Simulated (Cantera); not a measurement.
What does this Cantera script print?

```python
import numpy as np
import cantera as ct

gas = ct.Solution("h2o2.yaml")
gas.TPX = 1375, 13332, {'H2': 1.5, 'O2': 1, 'N2': 4.1}
reactor = ct.IdealGasConstPressureReactor(gas, energy="off", clone=False)
net = ct.ReactorNet([reactor])
net.rtol, net.atol = 1e-08, 1e-18
show = ['H2', 'O2', 'H2O', 'H', 'O', 'HO2', 'H2O2']
times = np.geomspace(6e-06, 10, 15)

steps = ct.SolutionArray(gas, extra=["t"])
rows = []
print(f"{'t/s':>10s}{'T/K':>9s}{'P/Pa':>11s}" + "".join(f"{s:>11s}" for s in show))
for t in times:
    while net.time < t:
        t_next = net.step()
        steps.append(gas.state, t=t_next)
    rows.append([np.interp(t, steps.t, y) for y in (steps.T, steps.P, *steps(*show).X.T)])
    print(f"{t:10.3e}{rows[-1][0]:9.1f}{rows[-1][1]:11.4g}" + "".join(f"{x:11.3e}" for x in rows[-1][2:]))
rate = np.gradient(steps.T, steps.t)
print("integrator steps:", len(steps.t))
if steps.T.max() > steps.T[0] + 200:
    print(f"time of steepest temperature rise: {steps.t[rate.argmax()]:.4e} s")
gas.TPX = 1375, 13332, {'H2': 1.5, 'O2': 1, 'N2': 4.1}
gas.equilibrate("TP")
print(f"equilibrium (TP): T = {gas.T:.1f} K  " + "  ".join(f"{s} {gas[s].X[0]:.3e}" for s in show))
```

Result:

```
       t/s      T/K       P/Pa         H2         O2        H2O          H          O        HO2       H2O2
 6.000e-06   1375.0  1.333e+04  2.273e-01  1.515e-01  7.040e-09  3.656e-08  4.442e-09  3.396e-08  7.118e-11
 1.669e-05   1375.0  1.333e+04  2.273e-01  1.515e-01  1.101e-07  1.754e-07  2.893e-08  9.470e-08  5.363e-10
 4.645e-05   1375.0  1.333e+04  2.273e-01  1.515e-01  4.204e-06  3.774e-06  6.680e-07  2.855e-07  3.963e-09
 1.292e-04   1375.0  1.333e+04  2.093e-01  1.439e-01  1.220e-02  1.019e-02  1.840e-03  6.675e-06  1.040e-07
 3.596e-04   1375.0  1.333e+04  2.923e-02  6.093e-02  1.578e-01  8.373e-02  2.267e-02  6.908e-06  7.864e-07
 1.001e-03   1375.0  1.333e+04  2.145e-02  5.369e-02  1.997e-01  3.924e-02  1.165e-02  6.939e-06  9.433e-07
 2.784e-03   1375.0  1.333e+04  8.589e-03  4.574e-02  2.388e-01  7.626e-03  3.320e-03  6.121e-06  8.656e-07
 7.746e-03   1375.0  1.333e+04  1.512e-03  4.289e-02  2.534e-01  5.021e-04  5.093e-04  3.750e-06  4.134e-07
 2.155e-02   1375.0  1.333e+04  1.807e-04  4.265e-02  2.559e-01  2.047e-05  5.978e-05  9.497e-07  1.159e-07
 5.997e-02   1375.0  1.333e+04  2.803e-05  4.269e-02  2.563e-01  1.283e-06  9.489e-06  1.839e-07  3.001e-08
 1.669e-01   1375.0  1.333e+04  6.382e-06  4.271e-02  2.563e-01  1.429e-07  2.209e-06  4.951e-08  8.867e-09
 4.642e-01   1375.0  1.333e+04  2.042e-06  4.272e-02  2.564e-01  2.624e-08  7.134e-07  2.471e-08  3.276e-09
 1.292e+00   1375.0  1.333e+04  1.123e-06  4.272e-02  2.564e-01  1.075e-08  3.903e-07  2.162e-08  1.944e-09
 3.594e+00   1375.0  1.333e+04  1.046e-06  4.272e-02  2.564e-01  9.665e-09  3.627e-07  2.151e-08  1.828e-09
 1.000e+01   1375.0  1.333e+04  1.046e-06  4.272e-02  2.564e-01  9.662e-09  3.627e-07  2.151e-08  1.828e-09
integrator steps: 1965
equilibrium (TP): T = 1375.0 K  H2 1.046e-06  O2 4.272e-02  H2O 2.564e-01  H 9.662e-09  O 3.627e-07  HO2 2.151e-08  H2O2 1.828e-09
```

Computed with Cantera and the H2/O2 subset of GRI-Mech 3.0, which has no nitrogen chemistry. The temperature is held fixed by assumption; the heat of reaction is taken as removed at once.
